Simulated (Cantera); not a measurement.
What does this Cantera script print?

```python
import numpy as np
import cantera as ct

gas_names = """
    CL CL2 H HCL H2 Mg MgCL MgCL2 MgH MgN Mg2 N NH NH2 NH3 N2 N2H2 N2H4
""".split()
cond_names = """
    Mg(cr) Mg(L) MgCL2(s) MgCL2(L) NH4CL(a) NH4CL(b)
""".split()


def load(file, names, dense=False):
    # The tables refer to 1 bar. Condensed volumes are neglected.
    table = {s.name: s for s in ct.Species.list_from_file(file)}
    out = []
    for n in names:
        d = dict(table[n].input_data)
        d["thermo"] = dict(d["thermo"], **{"reference-pressure": 1e5})
        if dense:
            d["equation-of-state"] = {"model": "constant-volume", "density": "1e6 g/cm^3"}
        out.append(ct.Species.from_dict(d))
    return out


gas = ct.Solution(thermo="ideal-gas", species=load("nasa_gas.yaml", gas_names))
cond = {s.name: ct.Solution(thermo="fixed-stoichiometry", species=[s], name=s.name)
        for s in load("nasa_condensed.yaml", cond_names, dense=True)}
atoms = {
    'MgCl2': {'Mg': 1, 'CL': 2},
    'H2': {'H': 2},
    'N2': {'N': 2},
}
top_T = {}  # K; cautious upper limits of use, not melting points


def equilibrate(T, P, feed):
    n = {}
    for name, mol in feed.items():
        for a, k in atoms[name].items():
            n[a] = n.get(a, 0.0) + k * mol
    gas.TPX = T, P, n
    mass = sum(n.values()) * gas.mean_molecular_weight
    gas.equilibrate("TP")
    valid = [c for c in cond.values() if c.min_temp <= T <= top_T.get(c.name, c.max_temp)]
    mix = ct.Mixture([(gas, mass / gas.mean_molecular_weight)] + [(c, 0.0) for c in valid])
    mix.T, mix.P = T, P
    mix.equilibrate("TP", solver="vcs", rtol=1e-11, max_steps=5000)
    return mix


results = []
feed = {'MgCl2': 1, 'H2': 3, 'N2': 1.9}  # mol
T = 948  # K
P = 57000  # Pa
mix = equilibrate(T, P, feed)
results.append((T, P, feed, dict(zip(mix.species_names, mix.species_moles))))
x = sorted(zip(gas.X, gas.species_names), reverse=True)
print(f"T = {T:g} K  P = {P:g} Pa  gas = {mix.phase_moles(0):.4g} mol")
print("   x: " + "  ".join(f"{s} {v:.3e}" for v, s in x if v > 0.001))
print("   condensed (mol): " + ("  ".join(f"{mix.phase(i).name} {mix.phase_moles(i):.4g}"
      for i in range(1, mix.n_phases) if mix.phase_moles(i) > 1e-12) or "none"))
```

Result:

```
T = 948 K  P = 57000 Pa  gas = 4.9 mol
   x: H2 6.121e-01  N2 3.877e-01
   condensed (mol): MgCL2(s) 0.9996
```

Equilibrium computed with Cantera from the NASA thermochemical tables; the gas is ideal and each condensed phase is pure.
